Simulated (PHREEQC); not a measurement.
A column of 0.1 m (40 cells, dispersivity 0.0035 m, 300 s a shift, diffusion coefficient 3e-10 m²/s) holds 0.0032 eq of the database's cation exchanger X per kg of pore water, first in equilibrium with 0.043 mol NaCl, 0.00053 mol (NH4)2SO4 and 1e-05 mol HCl per kg of water. It is flushed with 1.2 mmol/kgw MgSO4, 1 mmol/kgw NaCl and 0.01 mmol/kgw HCl, at 40 °C. Values are for the last cell. No CO2 enters from the air. Precipitation was switched off in this run.

Model: ion-association model, phreeqc.dat, run in PHREEQC.

```tsv
pore volumes	Mg in solution (mol/kgw)	NH4 in solution (mol/kgw)	Na in solution (mol/kgw)
0	0	0.00106	0.0430
0.3875	0	0.00106	0.0430
0.7625	0	0.000883	0.0357
1.262	0	0.000245	0.00945
1.637	0	0.000121	0.00417
2.013	1.96e-14	0.000232	0.00326
2.388	0.000989	0.000134	0.00130
2.763	0.00119	9.77e-6	0.00102
3.263	0.00120	4.35e-7	0.00100
3.638	0.00120	4.61e-8	0.00100
4.013	0.00120	5.05e-9	0.00100
```

Away from 25 °C the constants follow the database's enthalpies or fits; those with neither stay at their 25 °C values.
